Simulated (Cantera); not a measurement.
Cantera run:

```python
import numpy as np
import cantera as ct

gas_names = """
    SO3 Pb PbO O3 PbS NO N2O S2
""".split()
cond_names = """
    PbS(s) PbS(L) S(cr1) S(cr2) S(L) PbO(rd) PbO(yw) PbO(L)
""".split()


# ... load() reads the species with a 1 bar reference pressure and builds the phases ...
species = {s.name: s for s in load("nasa_gas.yaml", gas_names) + load("nasa_condensed.yaml", cond_names)}
# Each term lists the table entries of one substance; the one whose range holds T is used.
reactions = {
    'SO3(g) + 4 Pb(g) = 3 PbO(g) + PbS':
        [(-1, ['SO3']), (-4, ['Pb']), (3, ['PbO']), (1, ['PbS(s)', 'PbS(L)'])],
    'O3(g) + 3 PbS(g) = 3 S + 3 PbO':
        [(-1, ['O3']), (-3, ['PbS']), (3, ['S(cr1)', 'S(cr2)', 'S(L)']), (3, ['PbO(rd)', 'PbO(yw)', 'PbO(L)'])],
    '2 PbS + 4 NO(g) = 2 N2O(g) + S2(g) + 2 PbO':
        [(-2, ['PbS(s)', 'PbS(L)']), (-4, ['NO']), (2, ['N2O']), (1, ['S2']), (2, ['PbO(rd)', 'PbO(yw)', 'PbO(L)'])],
}


def pick(names, T):
    return next(species[n] for n in names if species[n].thermo.min_temp <= T <= species[n].thermo.max_temp)


results = []
for label, terms in reactions.items():
    print(label)
    print("     T/K   dH/kJ  dS/(J/K)   dG/kJ   log10 K")
    for T in [375, 425, 475, 525, 575, 625, 675, 725, 775]:
        used = [(nu, pick(names, T)) for nu, names in terms]
        dH = sum(nu * s.thermo.h(T) for nu, s in used) / 1e6
        dS = sum(nu * s.thermo.s(T) for nu, s in used) / 1e3
        dG = dH - T * dS / 1e3
        logK = -dG * 1e6 / (ct.gas_constant * T * np.log(10))
        results.append((label, T, dH, dS, dG, logK, [s.name for _, s in used]))
        print(f"{T:8g} {dH:8.1f} {dS:8.1f} {dG:8.1f} {logK:8.2f}")
```

It prints:

```
SO3(g) + 4 Pb(g) = 3 PbO(g) + PbS
     T/K   dH/kJ  dS/(J/K)   dG/kJ   log10 K
     375   -271.5   -143.9   -217.6    30.30
     425   -270.9   -142.4   -210.4    25.86
     475   -270.3   -141.1   -203.3    22.36
     525   -269.8   -140.0   -196.3    19.53
     575   -269.3   -139.1   -189.3    17.20
     625   -268.8   -138.3   -182.4    15.24
     675   -268.4   -137.7   -175.5    13.58
     725   -268.0   -137.0   -168.6    12.15
     775   -267.5   -136.5   -161.8    10.90
O3(g) + 3 PbS(g) = 3 S + 3 PbO
     T/K   dH/kJ  dS/(J/K)   dG/kJ   log10 K
     375  -1189.1   -679.7   -934.3   130.13
     425  -1179.2   -654.4   -901.0   110.74
     475  -1173.1   -641.0   -868.7    95.52
     525  -1166.9   -628.4   -836.9    83.27
     575  -1160.8   -617.5   -805.8    73.20
     625  -1155.3   -608.1   -775.2    64.78
     675  -1150.1   -600.2   -745.0    57.65
     725  -1145.2   -593.1   -715.1    51.52
     775  -1139.9   -586.1   -685.6    46.21
2 PbS + 4 NO(g) = 2 N2O(g) + S2(g) + 2 PbO
     T/K   dH/kJ  dS/(J/K)   dG/kJ   log10 K
     375   -316.4   -227.1   -231.3    32.21
     425   -316.5   -227.2   -219.9    27.03
     475   -316.2   -226.6   -208.6    22.93
     525   -315.8   -225.8   -197.3    19.63
     575   -315.2   -224.7   -186.0    16.90
     625   -314.5   -223.6   -174.8    14.61
     675   -313.8   -222.4   -163.6    12.66
     725   -313.0   -221.3   -152.5    10.99
     775   -311.9   -219.8   -141.5     9.54
```

Source: NASA polynomial tables (part measured, part estimated), evaluated in Cantera. Condensed species are held in their standard states even where they would react or evaporate.
